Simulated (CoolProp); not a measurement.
A single-stage vapour-compression cycle with the fluid: evaporating at 293.15 K (dew point), condensing at 342.15 K (bubble point), superheat 0 K, subcooling 0 K, compressor efficiency 0.85, no pressure losses. The same conditions are run with several fluids, on thermodynamics alone (safety and materials aside).

The numbers come from the reference Helmholtz-energy equation of state of each fluid (R141b: Lemmon 2006; n-perfluorohexane: Gao 2022; R142b: Lemmon 2006; isohexane: Lemmon 2006; R134a: Tillner-Roth 1994; n-butane: Bücker 2006) in CoolProp.

```
fluid              cooling COP  pressure ratio  discharge temperature (K)  refrigerating effect (kJ/kg)  volumetric capacity (kJ/m³)
-----------------  -----------  --------------  -------------------------  ----------------------------  ---------------------------
R141b                     4.28             [?]                      349.4                           170                          547
n-perfluorohexane          [?]            6.33                      342.1                          41.5                          138
R142b                     3.92            3.75                      347.4                           138                         1790
isohexane                 4.02            5.81                      342.2                           [?]                          194
R134a                     3.48             [?]                      350.4                           [?]                         2980
n-butane                   [?]             [?]                      342.2                           240                         1280
```

Q: What belongs in the gaps?

A: 
- R141b, pressure ratio: 4.87
- n-perfluorohexane, cooling COP: 3.01
- isohexane, refrigerating effect (kJ/kg): 236
- R134a, pressure ratio: 3.62
- R134a, refrigerating effect (kJ/kg): 107
- n-butane, cooling COP: 3.88
- n-butane, pressure ratio: 3.81

The compression ends wet for: n-perfluorohexane; isohexane; n-butane.
